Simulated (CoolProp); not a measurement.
Aqueous potassium acetate as a coolant, 32 % by mass, freezing at -26.4 °C, 1 atm.

Model: Melinder's fits for secondary coolants, in CoolProp.

```json
[
 {"T (°C)": "-3.5", "cp (kJ/(kg K))": "(withheld)", "conductivity (W/(m K))": "0.465", "viscosity (mPa s)": "5.16", "Prandtl number": "34.7"},
 {"T (°C)": "0.4", "cp (kJ/(kg K))": "3.132", "conductivity (W/(m K))": "0.470", "viscosity (mPa s)": "4.46", "Prandtl number": "29.7"},
 {"T (°C)": "4.4", "cp (kJ/(kg K))": "3.141", "conductivity (W/(m K))": "0.475", "viscosity (mPa s)": "3.88", "Prandtl number": "25.7"},
 {"T (°C)": "8.3", "cp (kJ/(kg K))": "3.149", "conductivity (W/(m K))": "0.480", "viscosity (mPa s)": "3.42", "Prandtl number": "(withheld)"},
 {"T (°C)": "12.2", "cp (kJ/(kg K))": "3.157", "conductivity (W/(m K))": "0.484", "viscosity (mPa s)": "(withheld)", "Prandtl number": "19.8"},
 {"T (°C)": "16.2", "cp (kJ/(kg K))": "(withheld)", "conductivity (W/(m K))": "0.489", "viscosity (mPa s)": "2.72", "Prandtl number": "17.6"},
 {"T (°C)": "20.1", "cp (kJ/(kg K))": "3.174", "conductivity (W/(m K))": "0.494", "viscosity (mPa s)": "2.46", "Prandtl number": "15.8"},
 {"T (°C)": "24", "cp (kJ/(kg K))": "3.183", "conductivity (W/(m K))": "0.499", "viscosity (mPa s)": "2.23", "Prandtl number": "14.2"},
 {"T (°C)": "27.9", "cp (kJ/(kg K))": "3.192", "conductivity (W/(m K))": "0.504", "viscosity (mPa s)": "2.04", "Prandtl number": "12.9"},
 {"T (°C)": "31.9", "cp (kJ/(kg K))": "3.201", "conductivity (W/(m K))": "0.509", "viscosity (mPa s)": "1.86", "Prandtl number": "11.7"},
 {"T (°C)": "35.8", "cp (kJ/(kg K))": "3.210", "conductivity (W/(m K))": "(withheld)", "viscosity (mPa s)": "(withheld)", "Prandtl number": "10.7"}
]
```

Some entries are withheld; supply them.


- -3.5, cp (kJ/(kg K)): 3.124
- 8.3, Prandtl number: 22.5
- 12.2, viscosity (mPa s): 3.04
- 16.2, cp (kJ/(kg K)): 3.166
- 35.8, conductivity (W/(m K)): 0.514
- 35.8, viscosity (mPa s): 1.71
